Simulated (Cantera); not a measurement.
Input: 1 mol SiH2Cl2, 0.084 mol HCl, 90 mol N2, equilibrated at 1373 K and 13000 Pa.

Cantera equilibrium calculation (NASA polynomials, part measured and part estimated; ideal gas, pure solids and liquids). Candidate condensed phases: NH4Cl, Si, Si3N4; 28 gas species. N2 is the only nitrogen source here; it is nearly inert below about 1500 K, so the nitride shown seldom forms there in practice. The tables' values for SiCl3 are old estimates; treat these amounts as uncertain. Equilibrium is a limit: real reactors are often held back by kinetics, nucleation or transport.

Base state: N2 0.978, HCl 0.0178, H2 0.00247, SiCl4 0.000893, SiCl2 0.000310, SiCl3 0.000245 (mole fractions); condensed: Si3N4(s).

Problem. What changes in the equilibrium state with this change: temperature from 1373 K to 1598.15 K?

Solution. 
```tsv
species	before	after
N2	0.978	0.978
HCl	0.0178	0.0147
H2	0.00247	0.00401
SiCl2	0.000310	0.00322
Cl	2.75e-6	2.72e-5
SiCl4	0.000893	0.000107
SiCl3	0.000245	0.000373
Si3N4(s), mol	0.289	0.220
```

Problem. What changes in the equilibrium state with this change: HCl from 0.084 to 0.68 mol?

Solution. 
```
species          before     after
-------------  --------  --------
N2                0.978     0.972
HCl              0.0178    0.0225
H2              0.00247   0.00333
SiCl4          0.000893   0.00124
SiHCl3          7.83e-6   1.16e-5
SiCl3          0.000245  0.000313
SiCl2          0.000310  0.000366
Si3N4(s), mol     0.289     0.274
```
